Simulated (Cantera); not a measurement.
Feed: 1 mol C2F6, 0.83 mol F2, held at 0.000510 bar.

Equilibrium computed with Cantera from the NASA thermochemical tables; the gas is ideal and each condensed phase is pure. Candidate condensed phases: C; 13 gas species. The feed counts by its element totals alone. Gases not in the tables: C2F6 and larger saturated fluorocarbons. Kinetics and transport are ignored. All values below are at 1425 K.

Base state: CF4 0.999, CF2 0.000581, F 0.000153, CF3 8.01e-5 (mole fractions); condensed: C(graphite).

Problem. What changes in the equilibrium state with this change: pressure from 0.000510 bar to 0.000120 bar?

Solution. 
| species | before | after |
|---|---|---|
| CF4 | 0.999 | 0.998 |
| CF2 | 0.000581 | 0.00120 |
| F | 0.000153 | 0.000452 |
| CF3 | 8.01e-5 | 0.000115 |
| C(graphite), mol | 0.0845 | 0.0840 |
